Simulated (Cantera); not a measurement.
An isothermal, constant-pressure homogeneous reactor starts with NO : N₂ = 1 : 9 (molar parts), at 1800 K and 0.420 bar.

Cantera simulation using GRI-Mech 3.0 (53 species, 325 reactions); the numbers are that mechanism's predictions, not measurements.

x: mole fraction; the columns are a selection and need not sum to one.

```json
[
 {"t (s)": "5.00e-5", "x NO": "0.1000", "x N₂": "0.900", "x NO₂": "2.48e-9", "x O₂": "2.57e-11", "x O": "4.64e-8", "x N₂O": "4.83e-8"},
 {"t (s)": "0.000182", "x NO": "0.1000", "x N₂": "0.900", "x NO₂": "2.89e-8", "x O₂": "3.17e-10", "x O": "1.51e-7", "x N₂O": "1.73e-7"},
 {"t (s)": "0.000660", "x NO": "0.1000", "x N₂": "0.900", "x NO₂": "2.61e-7", "x O₂": "3.67e-9", "x O": "4.26e-7", "x N₂O": "5.94e-7"},
 {"t (s)": "0.00240", "x NO": "0.1000", "x N₂": "0.900", "x NO₂": "1.59e-6", "x O₂": "5.27e-8", "x O": "1.25e-6", "x N₂O": "1.78e-6"},
 {"t (s)": "0.00871", "x NO": "0.1000", "x N₂": "0.900", "x NO₂": "6.99e-6", "x O₂": "1.45e-6", "x O": "4.23e-6", "x N₂O": "3.62e-6"},
 {"t (s)": "0.0316", "x NO": "0.0999", "x N₂": "0.900", "x NO₂": "1.20e-5", "x O₂": "2.26e-5", "x O": "6.86e-6", "x N₂O": "4.14e-6"},
 {"t (s)": "0.115", "x NO": "0.0997", "x N₂": "0.900", "x NO₂": "1.25e-5", "x O₂": "0.000115", "x O": "7.13e-6", "x N₂O": "4.13e-6"},
 {"t (s)": "0.417", "x NO": "0.0991", "x N₂": "0.900", "x NO₂": "1.39e-5", "x O₂": "0.000453", "x O": "7.93e-6", "x N₂O": "4.07e-6"},
 {"t (s)": "1.52", "x NO": "0.0966", "x N₂": "0.902", "x NO₂": "___", "x O₂": "___", "x O": "___", "x N₂O": "3.86e-6"},
 {"t (s)": "5.51", "x NO": "0.0879", "x N₂": "0.906", "x NO₂": "2.59e-5", "x O₂": "0.00602", "x O": "1.61e-5", "x N₂O": "3.19e-6"},
 {"t (s)": "20.0", "x NO": "___", "x N₂": "0.919", "x NO₂": "___", "x O₂": "___", "x O": "___", "x N₂O": "___"}
]
```

Q: Fill in the missing entries.

A: 
- 1.52, x NO₂: 1.79e-5
- 1.52, x O₂: 0.00168
- 1.52, x O: 1.03e-5
- 20.0, x NO: 0.0623
- 20.0, x NO₂: 3.07e-5
- 20.0, x O₂: 0.0188
- 20.0, x O: 2.65e-5
- 20.0, x N₂O: 1.62e-6
